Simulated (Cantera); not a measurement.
An adiabatic, constant-volume homogeneous reactor starts with 7.84 % CH4, 3.61 % H2, 18.6 % O2, 70.0 % N2, at 1200 K and 2.90 bar.

Computed with Cantera and GRI-Mech 3.0 (53 species, 325 reactions).

**Question.** Predict: time of steepest temperature rise; temperature at 3.00 s; equilibrium temperature; x(H2) at 3.00 s; x(O2) at 3.00 s; x(HO2) at 3.00 s; x(NO2) at 3.00 s; x(OH) at 3.00 s; x(NO) at 3.00 s.

**Answer.** 
```
Property                                                             Value
---------------------------------  ---------------------------------------
time of steepest temperature rise                                 0.968 ms
temperature at 3.00 s                                               2894 K
equilibrium temperature                                             2894 K
x(H2) at 3.00 s                      0.0135 (gas-phase equilibrium 0.0135)
x(O2) at 3.00 s                      0.0204 (gas-phase equilibrium 0.0204)
x(HO2) at 3.00 s                   1.26e-5 (gas-phase equilibrium 1.26e-5)
x(NO2) at 3.00 s                   6.29e-6 (gas-phase equilibrium 6.29e-6)
x(OH) at 3.00 s                      0.0184 (gas-phase equilibrium 0.0184)
x(NO) at 3.00 s                      0.0122 (gas-phase equilibrium 0.0122)
```
